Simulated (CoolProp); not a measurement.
The numbers come from the reference Helmholtz-energy equation of state, Lemmon 2006 in CoolProp. It is a short technical equation, of lower accuracy than the large ones.

Problem. For carbonyl sulfide, give the phase and the Joule-Thomson coefficient (K/MPa) at 212.1 K and 0.101 MPa; 366.4 K and 0.101 MPa; 388.5 K and 0.101 MPa.

Solution. 
- 212.1 K and 0.101 MPa: liquid; Joule-Thomson coefficient -0.449
- 366.4 K and 0.101 MPa: gas; Joule-Thomson coefficient 12.2
- 388.5 K and 0.101 MPa: gas; Joule-Thomson coefficient 10.7
